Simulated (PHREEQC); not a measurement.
Dissolve 0.048 mol/kgw KOH, 0.0028 mol/kgw NH4HF2 and 5.3e-05 mol/kgw LiOH at 25 °C. Closed to the air; pH follows from the charge balance.

All values are PHREEQC results (ion-association model, wateq4f.dat), not measurements.

Each row changes one thing in this solution. Precipitation was switched off in this run.

```csv
case,pH,ionic strength (mol/kgw),NH4+ (mol/kgw)
as made,12.54,0.0481,1.72e-6
NH4HF2 from 0.0028 to 0.00252 mol/kgw,12.54,0.0481,…
diluted 2-fold with water,12.26,0.0240,1.57e-6
LiOH left out,12.54,0.0480,…
KOH left out,…,…,0.00280
temperature from 25 to 35 °C,12.22,0.0481,1.80e-6
diluted 10-fold with water,…,0.00481,1.34e-6
```

**Question.** Fill in the missing entries.

**Answer.** 
- NH4HF2 from 0.0028 to 0.00252 mol/kgw, NH4+ (mol/kgw): 1.53e-6
- LiOH left out, NH4+ (mol/kgw): 1.73e-6
- KOH left out, pH: 3.33
- KOH left out, ionic strength (mol/kgw): 0.00335
- diluted 10-fold with water, pH: 11.60
